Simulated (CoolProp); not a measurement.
A closed Brayton cycle with carbon dioxide: compressor inlet 315.15 K and 9.4 MPa, high pressure 22.8 MPa, turbine inlet 890 K, compressor efficiency 0.85, turbine efficiency 0.85, recuperator effectiveness 0.8 (on enthalpy, no pinch check). Each further row changes one setting.

Computed with CoolProp (reference Helmholtz-energy equation of state, Span 1996).

```json
[
 {"case": "as stated", "thermal efficiency (%)": "28.0", "net work (kJ/kg)": "93.4", "compressor to turbine work": "0.23", "compressor exit (K)": "356.0", "turbine exit (K)": "784.1"},
 {"case": "turbine inlet 840 K", "thermal efficiency (%)": "27.3", "net work (kJ/kg)": "85.9", "compressor to turbine work": "0.24", "compressor exit (K)": "356.0", "turbine exit (K)": "737.7"},
 {"case": "compressor inlet 325.15 K", "thermal efficiency (%)": "27.3", "net work (kJ/kg)": "80.9", "compressor to turbine work": "0.33", "compressor exit (K)": "390.7", "turbine exit (K)": "784.1"},
 {"case": "high pressure 19.4 MPa", "thermal efficiency (%)": "25.3", "net work (kJ/kg)": "78.9", "compressor to turbine work": "0.21", "compressor exit (K)": "348.2", "turbine exit (K)": "802.9"},
 {"case": "recuperator effectiveness 0.5", "thermal efficiency (%)": "19.2", "net work (kJ/kg)": "93.4", "compressor to turbine work": "0.23", "compressor exit (K)": "356.0", "turbine exit (K)": "784.1"}
]
```
